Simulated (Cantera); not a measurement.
Equilibrium for carbon deposition, reforming and gasification: CH4 + NH3 + N2

Charge: 1 mol CH4, 0.053 mol NH3, 0.28 mol N2, equilibrated at 1.33 mbar.

Equilibrium computed with Cantera from the NASA thermochemical tables; the gas is ideal and each condensed phase is pure. Candidate condensed phases: C, C6H6, C7H8, C8H18; 92 gas species. Equilibrium is a limit: real reactors are often held back by kinetics, nucleation or transport.

From 577 °C to 1577 °C the condensed part is C(graphite). The main C-bearing gas is CH4 at 577 °C and HCN at 1577 °C.

| T (°C) | x H2 | x N2 | x H | x HCN | x CH4 | x C2H2 (acetylene) | n C(graphite) |
|---|---|---|---|---|---|---|---|
| 577 | 0.871 | 0.129 | 5.24e-10 | 1.02e-7 | 0.000629 | 8.31e-12 | 0.999 |
| 677 | 0.871 | 0.128 | 1.42e-8 | 7.47e-7 | 0.000170 | 2.39e-10 | 1.000 |
| 777 | 0.871 | 0.128 | 2.07e-7 | 3.72e-6 | 5.80e-5 | 3.60e-9 | 1.000 |
| 877 | 0.872 | 0.128 | 1.91e-6 | 1.40e-5 | 2.37e-5 | 3.37e-8 | 1.000 |
| 977 | 0.871 | 0.128 | 1.24e-5 | 4.24e-5 | 1.11e-5 | 2.20e-7 | 1.000 |
| 1077 | 0.871 | 0.128 | 6.09e-5 | 0.000109 | 5.84e-6 | 1.08e-6 | 1.000 |
| 1177 | 0.871 | 0.128 | 0.000242 | 0.000245 | 3.34e-6 | 4.25e-6 | 0.999 |
| 1277 | 0.871 | 0.128 | 0.000805 | 0.000497 | 2.05e-6 | 1.40e-5 | 0.999 |
| 1377 | 0.869 | 0.128 | 0.00232 | 0.000921 | 1.34e-6 | 3.96e-5 | 0.998 |
| 1477 | 0.865 | 0.127 | 0.00592 | 0.00159 | 9.11e-7 | 9.94e-5 | 0.996 |
| 1577 | 0.857 | 0.126 | 0.0137 | 0.00256 | 6.41e-7 | 0.000224 | 0.993 |
x: gas mole fraction; n: condensed amount in mol.
